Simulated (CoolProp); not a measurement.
CH3F (R41) along the isobar 70.2 bar: fugacity coefficient from the reference equation and from simpler models built on Tc = 317.3 K, pc = 59.06 bar, ω = 0.200; each cubic takes its own stable root.

Computed with CoolProp (reference Helmholtz-energy equation of state, Lemmon 2006). It is a short technical equation, of lower accuracy than the large ones.

| T (K) | phase | reference |
|---|---|---|
| 193.1 | liquid | 0.01490 |
| 202 | liquid | 0.02353 |
| 210.8 | liquid | 0.03533 |
| 219.7 | liquid | 0.05116 |
| 228.5 | liquid | 0.07123 |
| 237.3 | liquid | 0.09616 |
| 246.2 | liquid | 0.1267 |
| 255 | liquid | 0.1622 |
| 263.9 | liquid | 0.2037 |
| 272.7 | liquid | 0.2501 |
| 281.6 | liquid | 0.3021 |
| 290.4 | liquid | 0.3579 |
| 299.3 | liquid | 0.4181 |
| 308.1 | liquid | 0.4802 |

**Question.** How far does each simpler model (van der Waals, Peng-Robinson) lie from the reference over these 14 states: mean and median of the absolute difference, and the worst?

**Answer.** 
- van der Waals: mean 168.3 %, median 109.2 %, worst +548.4 % at 193.1 K and 70.2 bar
- Peng-Robinson: mean 4.3 %, median 4.7 %, worst +5.5 % at 272.7 K and 70.2 bar
